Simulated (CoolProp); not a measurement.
Vapour-liquid equilibrium of CH2F2 (R32) (1) + R123 (2) at -44.85 °C; x and y are mole fractions of (1).

Computed with CoolProp (multi-fluid Helmholtz-energy mixture model, Tillner-Roth 1997 and Younglove 1994; pair parameters Bell 2016).

```json
[
 {"x": "0.05", "bubble pressure (bar)": "0.1494", "y at the bubble point": "0.835", "dew pressure at overall composition x (bar)": "0.02699", "liquid density (mol/L)": "10.98"},
 {"x": "0.15", "bubble pressure (bar)": "0.3782", "y at the bubble point": "0.940", "dew pressure at overall composition x (bar)": "0.03013", "liquid density (mol/L)": "11.67"},
 {"x": "0.25", "bubble pressure (bar)": "0.5723", "y at the bubble point": "0.964", "dew pressure at overall composition x (bar)": "0.03412", "liquid density (mol/L)": "12.43"},
 {"x": "0.35", "bubble pressure (bar)": "0.7293", "y at the bubble point": "0.974", "dew pressure at overall composition x (bar)": "0.03931", "liquid density (mol/L)": "13.27"},
 {"x": "0.45", "bubble pressure (bar)": "0.8545", "y at the bubble point": "0.980", "dew pressure at overall composition x (bar)": "0.04636", "liquid density (mol/L)": "14.23"},
 {"x": "0.55", "bubble pressure (bar)": "0.9571", "y at the bubble point": "0.984", "dew pressure at overall composition x (bar)": "0.05649", "liquid density (mol/L)": "15.32"},
 {"x": "0.65", "bubble pressure (bar)": "1.048", "y at the bubble point": "0.987", "dew pressure at overall composition x (bar)": "0.07228", "liquid density (mol/L)": "16.56"},
 {"x": "0.75", "bubble pressure (bar)": "1.137", "y at the bubble point": "0.990", "dew pressure at overall composition x (bar)": "0.1003", "liquid density (mol/L)": "18.01"},
 {"x": "0.85", "bubble pressure (bar)": "1.234", "y at the bubble point": "0.993", "dew pressure at overall composition x (bar)": "0.1637", "liquid density (mol/L)": "19.72"},
 {"x": "0.95", "bubble pressure (bar)": "1.349", "y at the bubble point": "0.997", "dew pressure at overall composition x (bar)": "0.4423", "liquid density (mol/L)": "21.77"}
]
```

No azeotrope shows between x = 0.05 and 0.95.

The pair parameters rest on a limited set of measurements; away from them the model extrapolates. With so large a gap from Raoult's law the liquid may split in two, which this calculation doesn't test in full.
